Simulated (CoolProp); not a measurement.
Vapour-liquid equilibrium of m-xylene (1) + o-xylene (2) at 0.385 bar; x and y are mole fractions of (1).

Model: multi-fluid Helmholtz-energy mixture model, Zhou 2012 and Zhou 2012; pair parameters Bell 2016, in CoolProp.

```tsv
x	bubble temperature, mixture model (K)	bubble temperature, Raoult's law (K)	y, mixture model	y, Raoult's law
0.05	384.1	384.1	0.057	0.058
0.125	383.8	383.7	0.142	0.143
0.2	383.4	383.3	0.226	0.226
0.275	383.0	382.9	0.307	0.307
0.35	382.6	382.6	0.387	0.387
0.425	382.2	382.2	0.465	0.464
0.5	381.8	381.8	0.540	0.539
0.575	381.4	381.5	0.614	0.613
0.65	381.1	381.1	0.686	0.685
0.725	380.7	380.8	0.755	0.755
0.8	380.4	380.4	0.824	0.824
0.875	380.0	380.1	0.890	0.891
0.95	379.7	379.7	0.956	0.957
```

The largest gap from Raoult's law is +0.1 K in bubble temperature, at x = 0.2. No azeotrope shows between x = 0.05 and 0.95.

The pair parameters rest on a limited set of measurements; away from them the model extrapolates.
